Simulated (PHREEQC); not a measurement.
1 kg of water holding 0.0033 mol NaCl, 0.033 mol KCl and 0.035 mol MgCl2 is evaporated at 25 °C; the solids stay in contact with the brine. CO2 from the air is kept out. The run lets Bischofite, Brucite, Carnallite, Halite, Sylvite, MgCl2_4H2O precipitate or redissolve, and no other solid.

Model: Pitzer model, pitzer.dat, run in PHREEQC.

### Question
Predict ionic strength, water activity, Na in solution (mol/kgw) at water left (kg) = 0.6755, 0.1407, 0.04335, 0.01337, 0.004176.

### Answer
```json
[
 {"water left (kg)": "0.6755", "ionic strength": "0.209", "water activity": "0.996", "Na in solution (mol/kgw)": "0.00489"},
 {"water left (kg)": "0.1407", "ionic strength": "1.00", "water activity": "0.980", "Na in solution (mol/kgw)": "0.0235"},
 {"water left (kg)": "0.04335", "ionic strength": "3.26", "water activity": "0.924", "Na in solution (mol/kgw)": "0.0761"},
 {"water left (kg)": "0.01337", "ionic strength": "9.47", "water activity": "0.699", "Na in solution (mol/kgw)": "0.247"},
 {"water left (kg)": "0.004176", "ionic strength": "13.4", "water activity": "0.511", "Na in solution (mol/kgw)": "0.444"}
]
```

Complexes and solids missing from the database can't appear.
